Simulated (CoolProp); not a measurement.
Benzene at 396.12 K and 0.0373 MPa flows at 0.2 m/s in a round tube of 25 mm bore and 0.25 µm roughness, fully developed (64/Re and Nu = 3.66 if laminar; Colebrook and Gnielinski if turbulent). Each further row changes one setting.

Values from CoolProp's reference Helmholtz-energy equation of state, Thol 2012.

```
case              Reynolds number  Darcy friction factor  pressure drop (Pa/m)  heat-transfer coefficient (W/(m² K))  mass flow (kg/h)
----------------  ---------------  ---------------------  --------------------  ------------------------------------  ----------------
as stated                       …                      …                     …                                  2.83                 …
velocity 0.4 m/s              893                 0.0717                     …                                  2.83                 …
diameter 50 mm                893                 0.0717                0.0256                                     …              1.26
```

Task: Fill in the missing entries.

Result: 
- as stated, Reynolds number: 446
- as stated, Darcy friction factor: 0.143
- as stated, pressure drop (Pa/m): 0.102
- as stated, mass flow (kg/h): 0.315
- velocity 0.4 m/s, pressure drop (Pa/m): 0.205
- velocity 0.4 m/s, mass flow (kg/h): 0.631
- diameter 50 mm, heat-transfer coefficient (W/(m² K)): 1.41

Viscosity comes from a separate model (Avgeri 2014). Thermal conductivity comes from a separate model (Assael 2012).
